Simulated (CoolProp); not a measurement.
Nitrous oxide along the isobar 26.2 MPa: density (kg/m³) from the reference equation and from simpler models built on Tc = 309.5 K, pc = 7.245 MPa, ω = 0.161; each cubic takes its own stable root.

The numbers come from the reference Helmholtz-energy equation of state, Lemmon 2006 in CoolProp. It is a short technical equation, of lower accuracy than the large ones.

```csv
T (K),phase,reference,van der Waals,Redlich-Kwong,Soave-Redlich-Kwong
244.6,liquid,1101,740.7,1019,1034
262.8,liquid,1047,716.7,967.3,980.4
281.1,liquid,989.3,691.4,912.1,921.7
299.3,liquid,928.0,665.0,854.1,858.1
317.6,supercritical,861.5,637.2,792.7,789.1
335.8,supercritical,790.0,608.2,729.4,716.4
354.1,supercritical,713.4,577.8,664.8,641.7
372.3,supercritical,635.9,546.4,601.9,570.4
390.5,supercritical,562.9,514.4,543.1,506.5
408.8,supercritical,499.3,482.0,490.4,452.5
427,supercritical,447.4,450.4,445.4,408.7
445.3,supercritical,405.3,420.1,407.4,373.1
463.5,supercritical,371.4,392.2,375.8,344.2
481.8,supercritical,343.5,366.7,349.2,320.1
500,supercritical,320.3,344.0,326.6,300.0
```
